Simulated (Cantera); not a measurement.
Cantera run:

```python
import numpy as np
import cantera as ct

gas_names = """
    H HO2 H2 H2O H2O2 O OH O2 O3 P PH PH3 PO PO2 P2 P4 P4O10
""".split()
cond_names = """
    H2O(s) H2O(L) P(cr) P(L) P4O10(s)
""".split()


# ... load() reads the species with a 1 bar reference pressure and builds the phases ...
atoms = {
    'PH3': {'P': 1, 'H': 3},
    'O2': {'O': 2},
}
top_T = {'P4O10(s)': 690}  # K; cautious upper limits of use, not melting points


# ... equilibrate(T, P, feed) seeds the gas with the atoms and calls Mixture.equilibrate('TP', solver="vcs", rtol=1e-11, max_steps=5000) ...
results = []
T = 1850  # K
P = 180000  # Pa
for m in [0.03, 0.039, 0.052, 0.068, 0.091, 0.12, 0.16, 0.21, 0.28, 0.37, 0.49]:
    feed = {'PH3': 1, 'O2': m}  # mol
    mix = equilibrate(T, P, feed)
    results.append((T, P, feed, dict(zip(mix.species_names, mix.species_moles))))

top = {s: max(r[3][s] / sum(r[3][g] for g in gas_names) for r in results) for s in gas_names}
cols = sorted((s for s in top if top[s] > 1e-06), key=lambda s: -top[s])[:5]
seen = [c for c in cond_names if any(r[3].get(c, 0) > 1e-12 for r in results)]
print("log10 of partial pressures in bar; condensed amounts in mol")
print(f"{'n(O2)':>10s}" + "".join(f"{s[:9]:>10s}" for s in cols + seen))
for T, P, feed, n in results:
    ng = sum(n[g] for g in gas_names)
    print(f"{feed['O2']:10.4g}" + "".join(f"{np.log10(max(n[s] / ng * P / 1e5, 1e-99)):10.3f}" for s in cols)
          + "".join(f"{n.get(c, 0):10.4g}" for c in seen))
```

Output:

```
log10 of partial pressures in bar; condensed amounts in mol
     n(O2)        H2       H2O        P2       PO2        PO
      0.03     0.116    -1.323    -0.365    -3.448    -2.231
     0.039     0.111    -1.211    -0.366    -3.216    -2.115
     0.052     0.104    -1.090    -0.368    -2.960    -1.988
     0.068     0.095    -0.979    -0.370    -2.721    -1.869
     0.091     0.082    -0.859    -0.374    -2.459    -1.739
      0.12     0.066    -0.749    -0.379    -2.208    -1.615
      0.16     0.044    -0.638    -0.387    -1.947    -1.486
      0.21     0.017    -0.538    -0.400    -1.700    -1.366
      0.28    -0.019    -0.440    -0.420    -1.441    -1.241
      0.37    -0.065    -0.356    -0.451    -1.197    -1.127
      0.49    -0.122    -0.283    -0.502    -0.962    -1.023
```

These are equilibrium values from Cantera (NASA tables, ideal gas, pure condensed phases), not measurements of a reactor. Gases not in the tables: HPO2, HPO3 and P4O6.
